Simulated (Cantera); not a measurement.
Mixture: C₃H₈ : O₂ : N₂ = 1 : 2.78 : 8.33 (molar parts), equivalence ratio 1.8, at 0.326 atm, adiabatic and at constant volume. Ignition delay is the time to a rise of 400 K.

Model: GRI-Mech 3.0 (53 species, 325 reactions), integrated in Cantera. GRI-Mech 3.0 was tuned for natural gas; its chemistry of propane as a main component is partial and can be far from experiment.

Task: Predict: delay at 1300 K; delay at 1400 K; delay at 1500 K; delay at 1600 K; apparent activation energy between 1550 and 1650 K.

Result: 
```
Item                                                    Result
--------------------------------------------------  ----------
delay at 1300 K                                        1.39 ms
delay at 1400 K                                       0.363 ms
delay at 1500 K                                       0.135 ms
delay at 1600 K                                        65.7 µs
apparent activation energy between 1550 and 1650 K  130 kJ/mol
```
